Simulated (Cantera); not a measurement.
Input: 1 mol HCl, 0.76 mol H2O, 5.7 mol H2, equilibrated at 14.0 mbar.

These are equilibrium values from Cantera (NASA tables, ideal gas, pure condensed phases), not measurements of a reactor. Candidate condensed phases: H2O; 14 gas species. The numbers say what is thermodynamically allowed, not how fast it happens. All values below are at 1050 K.

Base state: H2 0.764, HCl 0.134, H2O 0.102 (mole fractions); condensed: gas only.

Q: What changes in the equilibrium state with this change: HCl replaced by SF6?

A: 
| species | before | after |
|---|---|---|
| HF | 0 | 0.632 |
| H2 | 0.764 | 0.185 |
| H2S | 0 | 0.0991 |
| HCl | 0.134 | 0 |
| H2O | 0.102 | 0.0801 |
| S2 | 0 | 0.00310 |
| SH | 0 | 3.01e-5 |
Gases not in the tables: S3 to S7. Further candidate phases: H2SO4, S.
